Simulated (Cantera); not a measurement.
What does this Cantera script print?

```python
import numpy as np
import cantera as ct

gas = ct.Solution("gri30.yaml")
gas.TPX = 1700, 330000, {'CH4': 1, 'O2': 3.64, 'N2': 13.7}
reactor = ct.IdealGasReactor(gas, energy="on", clone=False)
net = ct.ReactorNet([reactor])
net.rtol, net.atol = 1e-08, 1e-16
show = ['CH4', 'O2', 'CO2', 'NO2', 'C2H2', 'H2', 'OH']
times = np.geomspace(5e-06, 0.2, 16)

steps = ct.SolutionArray(gas, extra=["t"])
rows = []
print(f"{'t/s':>10s}{'T/K':>9s}{'P/Pa':>11s}" + "".join(f"{s:>11s}" for s in show))
for t in times:
    while net.time < t:
        t_next = net.step()
        steps.append(gas.state, t=t_next)
    rows.append([np.interp(t, steps.t, y) for y in (steps.T, steps.P, *steps(*show).X.T)])
    print(f"{t:10.3e}{rows[-1][0]:9.1f}{rows[-1][1]:11.4g}" + "".join(f"{x:11.3e}" for x in rows[-1][2:]))
rate = np.gradient(steps.T, steps.t)
print("integrator steps:", len(steps.t))
if steps.T.max() > steps.T[0] + 200:
    print(f"time of steepest temperature rise: {steps.t[rate.argmax()]:.4e} s")
gas.TPX = 1700, 330000, {'CH4': 1, 'O2': 3.64, 'N2': 13.7}
gas.equilibrate("UV")
print(f"equilibrium (UV): T = {gas.T:.1f} K  " + "  ".join(f"{s} {gas[s].X[0]:.3e}" for s in show))
```

Output:

```
       t/s      T/K       P/Pa        CH4         O2        CO2        NO2       C2H2         H2         OH
 5.000e-06   1699.9    3.3e+05  5.449e-02  1.985e-01  4.070e-09  2.736e-16  8.130e-12  4.562e-06  5.312e-07
 1.013e-05   1699.8    3.3e+05  5.442e-02  1.984e-01  3.749e-08  3.086e-15  2.089e-10  1.188e-05  1.090e-06
 2.054e-05   1700.0    3.3e+05  5.415e-02  1.983e-01  5.099e-07  4.194e-14  6.965e-09  4.364e-05  3.086e-06
 4.163e-05   1707.3  3.316e+05  5.218e-02  1.970e-01  1.324e-05  1.150e-12  5.190e-07  3.859e-04  1.668e-05
 8.437e-05   2769.3  5.483e+05  9.428e-17  8.715e-02  4.090e-02  5.264e-07  7.413e-20  3.827e-03  1.884e-02
 1.710e-04   2813.5  5.551e+05  8.836e-17  8.520e-02  4.342e-02  4.042e-06  5.601e-20  3.175e-03  1.748e-02
 3.466e-04   2804.9  5.532e+05  8.506e-17  8.261e-02  4.360e-02  9.510e-06  5.125e-20  3.133e-03  1.702e-02
 7.024e-04   2794.8  5.509e+05  8.130e-17  7.963e-02  4.381e-02  1.564e-05  4.610e-20  3.086e-03  1.649e-02
 1.424e-03   2788.3  5.495e+05  7.893e-17  7.773e-02  4.394e-02  1.948e-05  4.299e-20  3.057e-03  1.616e-02
 2.885e-03   2786.8  5.491e+05  7.839e-17  7.729e-02  4.397e-02  2.034e-05  4.230e-20  3.050e-03  1.608e-02
 5.848e-03   2786.7  5.491e+05  7.837e-17  7.727e-02  4.398e-02  2.037e-05  4.228e-20  3.049e-03  1.608e-02
 1.185e-02   2786.7  5.491e+05  7.837e-17  7.727e-02  4.398e-02  2.037e-05  4.228e-20  3.049e-03  1.608e-02
 2.402e-02   2786.7  5.491e+05  7.837e-17  7.727e-02  4.398e-02  2.037e-05  4.228e-20  3.049e-03  1.608e-02
 4.869e-02   2786.7  5.491e+05  7.837e-17  7.727e-02  4.398e-02  2.037e-05  4.228e-20  3.049e-03  1.608e-02
 9.868e-02   2786.7  5.491e+05  7.837e-17  7.727e-02  4.398e-02  2.037e-05  4.228e-20  3.049e-03  1.608e-02
 2.000e-01   2786.7  5.491e+05  7.837e-17  7.727e-02  4.398e-02  2.037e-05  4.228e-20  3.049e-03  1.608e-02
integrator steps: 1706
time of steepest temperature rise: 6.9488e-05 s
equilibrium (UV): T = 2786.7 K  CH4 1.107e-16  O2 7.727e-02  CO2 4.398e-02  NO2 2.037e-05  C2H2 4.638e-20  H2 3.049e-03  OH 1.608e-02
```

Computed with Cantera and GRI-Mech 3.0 (53 species, 325 reactions).
